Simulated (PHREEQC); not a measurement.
1.3 g of hydrous ferric oxide (600 m²/g; 0.2 weak and 0.005 strong sites per Fe, Dzombak-Morel constants, diffuse double layer) in 1 kg of water with 0.001 mol/kgw of an inert sodium salt and 0.00091 mol/kgw ZnSO4, at 25 °C; the pH is set by adding NaOH or the inert anion's acid. O2 is buffered at 0.21 atm. The system is closed to CO2. Precipitation was switched off in this run.

The series has 13 steps of pH, from 4 to 12.

All values are PHREEQC results (ion-association model, wateq4f.dat), not measurements.

Q: Near which pH is half of the S sorbed, and on which side is more sorbed?

A: Near pH 6.9, with more sorbed at lower pH.

Q: Near which pH is half of the Zn sorbed, and on which side is more sorbed?

A: Near pH 6.2, with more sorbed at higher pH.

Q: At which pH does the surface charge pass through zero?

A: Near pH 8.8.

Along this series the solution becomes supersaturated in solids that the run did not let form, among them Zn(OH)2-e.
